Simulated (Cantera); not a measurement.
An isothermal, constant-pressure homogeneous reactor starts with N2O : H2O = 1 : 0.0079 (molar parts), at 1000 K and 0.200 bar. Integrator tolerance rtol = 1e-08.

Model: GRI-Mech 3.0 (53 species, 325 reactions), integrated in Cantera. GRI-Mech 3.0 was tuned for natural gas; its chemistry of N2O as a main component is partial and can be far from experiment. The mechanism lacks the step 2 NO + O2 → 2 NO2, which can matter for NO2 below about 1400 K. The temperature is held fixed by assumption; the heat of reaction is taken as removed at once.

Q: What does this change do: temperature 1000 to 1225 K?

A: 
```csv
quantity,before,after
x(N2O) at 3.00 s,0.986 (gas-phase equilibrium 1.22e-9),0.449 (gas-phase equilibrium 7.73e-9)
x(H2O) at 3.00 s,0.00782 (gas-phase equilibrium 0.00524),0.00641 (gas-phase equilibrium 0.00524)
x(HO2) at 3.00 s,1.02e-7 (gas-phase equilibrium 2.01e-10),4.04e-8 (gas-phase equilibrium 3.80e-9)
x(H) at 3.00 s,5.96e-12 (gas-phase equilibrium <1e-12),2.16e-9 (gas-phase equilibrium 1.46e-11)
x(NO2) at 3.00 s,5.75e-5 (gas-phase equilibrium 1.09e-6),0.000258 (gas-phase equilibrium 2.30e-6)
x(H2) at 3.00 s,5.72e-10 (gas-phase equilibrium 1.79e-12),1.12e-8 (gas-phase equilibrium 4.33e-10)
```
